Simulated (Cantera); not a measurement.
Charge: 1 mol SiCl4, 3.2 mol O3, 21 mol H2O, equilibrated at 1650 °C and 10.0 mbar.

Cantera equilibrium calculation (NASA polynomials, part measured and part estimated; ideal gas, pure solids and liquids). Candidate condensed phases: H2O, Si, SiO2; 30 gas species. The tables hold silica as quartz up to 1696 K and as liquid above; real silica turns to tridymite and cristobalite and melts near 1996 K. The numbers say what is thermodynamically allowed, not how fast it happens.

Base state: H2O 0.677, O2 0.165, HCl 0.125, Cl 0.0173, OH 0.0107, H2 0.00263, O 0.00147, H 0.000484 (mole fractions); condensed: SiO2(condensed).

Question: What changes in the equilibrium state with this change: temperature from 1650 °C to 350 °C?

Answer: 
| species | before | after |
|---|---|---|
| H2O | 0.677 | 0.706 |
| O2 | 0.165 | 0.166 |
| HCl | 0.125 | 0.111 |
| Cl | 0.0173 | 6.38e-8 |
| Cl2 | 1.01e-5 | 0.0171 |
| OH | 0.0107 | <1e-9 |
| H2 | 0.00263 | <1e-9 |
| O | 0.00147 | <1e-9 |
| H | 0.000484 | <1e-9 |
| ClO | 1.13e-5 | <1e-9 |
| SiO2(condensed), mol | 1.000 | 0 |
| SiO2(α-quartz), mol | 0 | 1.00 |
